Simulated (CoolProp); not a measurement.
Hydrogen chloride along the isobar 0.7 MPa: Z from the reference equation and from simpler models built on Tc = 51.5 °C, pc = 8.314 MPa, ω = 0.130; each cubic takes its own stable root.

Computed with CoolProp (reference Helmholtz-energy equation of state, Thol 2018).

```csv
T (°C),phase,reference,Redlich-Kwong,Peng-Robinson
-67.35,liquid,[?],[?],0.01316
-60.15,liquid,0.01285,0.01484,[?]
-52.95,liquid,0.01265,0.01466,0.01277
-45.85,liquid,[?],0.9168,0.01263
-38.65,gas,0.8999,0.9241,0.9170
-31.45,gas,0.9110,0.9306,0.9238
-24.25,gas,0.9203,[?],0.9299
-17.05,gas,0.9283,0.9414,0.9354
-9.85,gas,0.9351,0.9460,0.9403
-2.65,gas,0.9410,0.9500,0.9448
4.55,gas,0.9462,[?],0.9488
11.75,gas,0.9507,0.9571,0.9524
```

Complete the blanks.


- -67.35, reference: 0.01307
- -67.35, Redlich-Kwong: 0.01505
- -60.15, Peng-Robinson: 0.01295
- -45.85, reference: 0.01249
- -24.25, Redlich-Kwong: 0.9363
- 4.55, Redlich-Kwong: 0.9537

At some of these states Redlich-Kwong gives the other phase, because its saturation line lies elsewhere.
